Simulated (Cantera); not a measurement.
Input (Python, Cantera) and output of one run.

```python
import numpy as np
import cantera as ct

gas_names = """
    Fe H H2 H2S N NH NH2 NH3 N2 N2H2 N2H4 S SH SN S2 S8
""".split()
cond_names = """
    Fe(a) Fe(c) Fe(d) Fe(L) FeS(a) FeS(b) FeS(c) FeS(L) FeS2(s) S(cr1) S(cr2) S(L)
""".split()


def load(file, names, dense=False):
    # The tables refer to 1 bar. Condensed volumes are neglected.
    table = {s.name: s for s in ct.Species.list_from_file(file)}
    out = []
    for n in names:
        d = dict(table[n].input_data)
        d["thermo"] = dict(d["thermo"], **{"reference-pressure": 1e5})
        if dense:
            d["equation-of-state"] = {"model": "constant-volume", "density": "1e6 g/cm^3"}
        out.append(ct.Species.from_dict(d))
    return out


gas = ct.Solution(thermo="ideal-gas", species=load("nasa_gas.yaml", gas_names))
cond = {s.name: ct.Solution(thermo="fixed-stoichiometry", species=[s], name=s.name)
        for s in load("nasa_condensed.yaml", cond_names, dense=True)}
atoms = {
    'FeS2': {'Fe': 1, 'S': 2},
    'H2': {'H': 2},
    'N2': {'N': 2},
}
top_T = {'FeS2(s)': 1010}  # K; cautious upper limits of use, not melting points


def equilibrate(T, P, feed):
    n = {}
    for name, mol in feed.items():
        for a, k in atoms[name].items():
            n[a] = n.get(a, 0.0) + k * mol
    gas.TPX = T, P, n
    mass = sum(n.values()) * gas.mean_molecular_weight
    gas.equilibrate("TP")
    valid = [c for c in cond.values() if c.min_temp <= T <= top_T.get(c.name, c.max_temp)]
    mix = ct.Mixture([(gas, mass / gas.mean_molecular_weight)] + [(c, 0.0) for c in valid])
    mix.T, mix.P = T, P
    mix.equilibrate("TP", solver="vcs", rtol=1e-11, max_steps=5000)
    return mix


results = []
feed = {'FeS2': 1, 'H2': 0.91, 'N2': 0.55}  # mol
T = 1073.15  # K
for P in [10, 52, 270, 1400, 7200, 37000, 190000, 1000000]:
    mix = equilibrate(T, P, feed)
    results.append((T, P, feed, dict(zip(mix.species_names, mix.species_moles))))

top = {s: max(r[3][s] / sum(r[3][g] for g in gas_names) for r in results) for s in gas_names}
cols = sorted((s for s in top if top[s] > 1e-06), key=lambda s: -top[s])[:5]
seen = [c for c in cond_names if any(r[3].get(c, 0) > 1e-12 for r in results)]
print("log10 of partial pressures in bar; condensed amounts in mol")
print(f"{'P/Pa':>10s}" + "".join(f"{s[:9]:>10s}" for s in cols + seen))
for T, P, feed, n in results:
    ng = sum(n[g] for g in gas_names)
    print(f"{P:10.4g}" + "".join(f"{np.log10(max(n[s] / ng * P / 1e5, 1e-99)):10.3f}" for s in cols)
          + "".join(f"{n.get(c, 0):10.4g}" for c in seen))
```

Output:

```
log10 of partial pressures in bar; condensed amounts in mol
      P/Pa       H2S        H2        N2        S2        SH    FeS(c)
        10    -4.947    -4.423    -4.528    -4.672    -7.369         1
        52    -3.989    -3.789    -3.795    -4.025    -6.728         1
       270    -3.092    -3.199    -3.060    -3.412    -6.126         1
      1400    -2.254    -2.654    -2.327    -2.826    -5.561         1
      7200    -1.464    -2.150    -1.602    -2.253    -5.023         1
   3.7e+04    -0.706    -1.682    -0.881    -1.675    -4.499         1
   1.9e+05     0.031    -1.245    -0.165    -1.074    -3.980         1
     1e+06     0.767    -0.830     0.560    -0.431    -3.451         1
```

Cantera equilibrium calculation (NASA polynomials, part measured and part estimated; ideal gas, pure solids and liquids). FeS: taken at fixed stoichiometry. Gases not in the tables: S3 to S7.
